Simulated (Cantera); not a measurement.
A freely propagating, adiabatic, planar premixed flame of 29.4 % H₂, 14.8 % O₂, 55.8 % N₂, unburnt at 400 K and 4580 Torr; mixture-averaged transport, grid criteria slope 0.08 and curve 0.16, no radiation.

Computed with Cantera and the H2/O2 subset of GRI-Mech 3.0, which has no nitrogen chemistry. The hydrogen kinetics of GRI-Mech 3.0 are dated; newer H2 mechanisms differ, most at raised pressure. Burning velocities carry a grid error of a few per cent, more on coarse grids.

x: mole fraction of selected species; z is measured from the peak of heat release.

```json
[
 {"z (mm)": "-0.125", "T (K)": "400", "u (m/s)": "2.97", "x H₂": "0.294", "x O₂": "0.148", "x O": "<1e-8", "x H": "<1e-8", "x OH": "<1e-8", "x HO₂": "<1e-8"},
 {"z (mm)": "-0.0833", "T (K)": "400", "u (m/s)": "2.97", "x H₂": "0.293", "x O₂": "0.148", "x O": "<1e-8", "x H": "<1e-8", "x OH": "<1e-8", "x HO₂": "1.04e-8"},
 {"z (mm)": "-0.0625", "T (K)": "400", "u (m/s)": "2.97", "x H₂": "0.293", "x O₂": "0.149", "x O": "<1e-8", "x H": "<1e-8", "x OH": "<1e-8", "x HO₂": "1.04e-7"},
 {"z (mm)": "-0.0417", "T (K)": "403", "u (m/s)": "2.98", "x H₂": "0.289", "x O₂": "0.149", "x O": "6.99e-8", "x H": "<1e-8", "x OH": "<1e-8", "x HO₂": "2.68e-6"},
 {"z (mm)": "-0.0208", "T (K)": "?", "u (m/s)": "3.44", "x H₂": "0.257", "x O₂": "0.154", "x O": "4.87e-6", "x H": "2.76e-6", "x OH": "1.53e-5", "x HO₂": "0.000350"},
 {"z (mm)": "-0.0104", "T (K)": "?", "u (m/s)": "5.68", "x H₂": "0.203", "x O₂": "0.144", "x O": "0.000217", "x H": "0.00122", "x OH": "0.000902", "x HO₂": "0.00113"},
 {"z (mm)": "0", "T (K)": "?", "u (m/s)": "8.82", "x H₂": "0.133", "x O₂": "0.108", "x O": "0.00211", "x H": "0.00945", "x OH": "0.00283", "x HO₂": "0.000511"},
 {"z (mm)": "0.0104", "T (K)": "?", "u (m/s)": "11.0", "x H₂": "0.0763", "x O₂": "0.0643", "x O": "0.00484", "x H": "0.0183", "x OH": "0.00711", "x HO₂": "0.000239"},
 {"z (mm)": "0.0208", "T (K)": "?", "u (m/s)": "12.2", "x H₂": "0.0483", "x O₂": "0.0390", "x O": "0.00592", "x H": "0.0201", "x OH": "0.0113", "x HO₂": "0.000120"},
 {"z (mm)": "0.0417", "T (K)": "2046", "u (m/s)": "13.4", "x H₂": "0.0332", "x O₂": "0.0239", "x O": "0.00536", "x H": "0.0155", "x OH": "0.0145", "x HO₂": "5.48e-5"},
 {"z (mm)": "0.0833", "T (K)": "2206", "u (m/s)": "14.3", "x H₂": "0.0261", "x O₂": "0.0178", "x O": "0.00345", "x H": "0.00892", "x OH": "0.0140", "x HO₂": "2.76e-5"},
 {"z (mm)": "0.167", "T (K)": "2325", "u (m/s)": "14.9", "x H₂": "0.0195", "x O₂": "0.0139", "x O": "0.00192", "x H": "0.00454", "x OH": "0.0118", "x HO₂": "1.38e-5"},
 {"z (mm)": "0.333", "T (K)": "2402", "u (m/s)": "15.4", "x H₂": "0.0138", "x O₂": "0.0111", "x O": "0.00106", "x H": "0.00225", "x OH": "0.00950", "x HO₂": "7.31e-6"}
]
```

### Question
Some entries are withheld; supply them.

### Answer

- -0.0208, T (K): 482
- -0.0104, T (K): 833
- 0, T (K): 1325
- 0.0104, T (K): 1664
- 0.0208, T (K): 1856
